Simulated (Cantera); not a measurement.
What does this Cantera script print?

```python
import numpy as np
import cantera as ct

gas_names = [...]  # 76 gases of nasa_gas.yaml made of C, H
cond_names = """
    C(gr) C6H6(L) C7H8(L) C8H18(L),n-octa
""".split()


# ... load() reads the species with a 1 bar reference pressure and builds the phases ...
atoms = {
    'C2H6': {'C': 2, 'H': 6},
    'H2': {'H': 2},
}
top_T = {'C(gr)': 4500}  # K; cautious upper limits of use, not melting points


# ... equilibrate(T, P, feed) seeds the gas with the atoms and calls Mixture.equilibrate('TP', solver="vcs", rtol=1e-11, max_steps=5000) ...
results = []
feed = {'C2H6': 1, 'H2': 4.9}  # mol
T = 2075  # K
P = 350000  # Pa
mix = equilibrate(T, P, feed)
results.append((T, P, feed, dict(zip(mix.species_names, mix.species_moles))))
x = sorted(zip(gas.X, gas.species_names), reverse=True)
print(f"T = {T:g} K  P = {P:g} Pa  gas = {mix.phase_moles(0):.4g} mol")
print("   x: " + "  ".join(f"{s} {v:.3e}" for v, s in x if v > 0.0001))
print("   condensed (mol): " + ("  ".join(f"{mix.phase(i).name} {mix.phase_moles(i):.4g}"
      for i in range(1, mix.n_phases) if mix.phase_moles(i) > 1e-12) or "none"))
```

It prints:

```
T = 2075 K  P = 350000 Pa  gas = 7.896 mol
   x: H2 9.961e-01  H 1.421e-03  C2H2,acetylene 1.236e-03  CH4 1.217e-03
   condensed (mol): C(gr) 1.97
```

Method: chemical equilibrium by Gibbs-energy minimisation in Cantera with the NASA 1993 tables (ideal gas, pure condensed phases).
